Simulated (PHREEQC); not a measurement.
Make-up at 50 °C: 0.012 mol/kgw NH4HF2, 0.013 mol/kgw (NH4)2SiF6 and 0.014 mol/kgw HBF4. Closed to the air; pH follows from the charge balance.

Computed with PHREEQC (ion-association model, phreeqc.dat).

Each row changes one thing in this solution. No solid was allowed to form.

| case | pH | ionic strength (mol/kgw) | HF (mol/kgw) | BF4- (mol/kgw) | F- (mol/kgw) | BF3OH- (mol/kgw) | SI of Quartz (SiO2) |
|---|---|---|---|---|---|---|---|
| as made | 2.38 | 0.0559 | 0.0214 | 0.0135 | 0.00273 | 0.000378 | -2.37 |
| NH4HF2 replaced by NH4F at the same molality | 2.50 | 0.0548 | 0.0121 | 0.0129 | 0.00201 | 0.000636 | [?] |
| 0.0067 mol/kgw Na2CO3 added | 3.23 | 0.0650 | 0.0124 | 0.0132 | 0.0115 | 0.000633 | [?] |
| NH4HF2 left out | 2.00 | 0.0504 | 0.0103 | 0.0114 | 0.000535 | 0.000664 | +0.32 |
| (NH4)2SiF6 from 0.013 to 0.0065 mol/kgw | 2.38 | [?] | 0.0216 | 0.0135 | 0.00263 | 0.000378 | -2.61 |
| diluted 2-fold with water | [?] | 0.0285 | 0.0111 | 0.00635 | [?] | 0.000345 | -1.26 |
| (NH4)2SiF6 from 0.013 to 0.0143 mol/kgw | 2.38 | 0.0599 | 0.0214 | 0.0135 | 0.00275 | 0.000378 | -2.33 |

### Question
Some entries are withheld; supply them.

### Answer

- NH4HF2 replaced by NH4F at the same molality, SI of Quartz (SiO2): -1.11
- 0.0067 mol/kgw Na2CO3 added, SI of Quartz (SiO2): -2.68
- (NH4)2SiF6 from 0.013 to 0.0065 mol/kgw, ionic strength (mol/kgw): 0.0363
- diluted 2-fold with water, pH: 2.58
- diluted 2-fold with water, F- (mol/kgw): 0.00212

Some of these states are supersaturated (in Quartz (slow to form), for instance). Away from 25 °C the constants follow the database's enthalpies or fits; those with neither stay at their 25 °C values. SiF6-2 is the database's only silicon fluoride. Real BF4- forms and hydrolyses slowly; the run takes it at equilibrium.
